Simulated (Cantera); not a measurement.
# Ammonia decomposition in nitride growth gas

An isothermal, constant-pressure homogeneous reactor starts with NH3 : H2 = 1 : 28 (molar parts), at 2300 K and 1800 Pa.

Detailed kinetics in Cantera: the gas-phase N/H chemistry of the illustrative SiF4/NH3 mechanism in the Surface Chemkin manual (1991). Walls and surfaces, which speed up NH3 decomposition in real reactors, are not modelled.

```csv
t (s),x NH3,x H2,x N2,x NH,x N2H4
0.00100,0.0344,0.965,1.79e-8,1.88e-7,<1e-12
0.00388,0.0343,0.964,2.40e-6,2.78e-6,1.42e-11
0.0151,0.0333,0.962,0.000343,2.96e-5,1.47e-10
0.0585,0.0227,0.966,0.00543,4.18e-5,1.42e-10
0.227,0.00322,0.971,0.0150,2.45e-5,1.17e-11
0.881,4.03e-6,0.936,0.0163,7.20e-7,<1e-12
3.42,1.33e-7,0.915,0.0161,5.31e-8,<1e-12
13.3,3.46e-8,0.914,0.0161,1.38e-8,<1e-12
51.5,2.61e-8,0.914,0.0161,1.05e-8,<1e-12
200,2.61e-8,0.914,0.0161,1.05e-8,<1e-12
```
x: mole fraction; the columns are a selection and need not sum to one.

Equilibrium at this temperature and pressure: NH3 2.61e-8, H2 0.914, N2 0.0161, NH 1.05e-8, N2H4 <1e-12 (gas phase only).
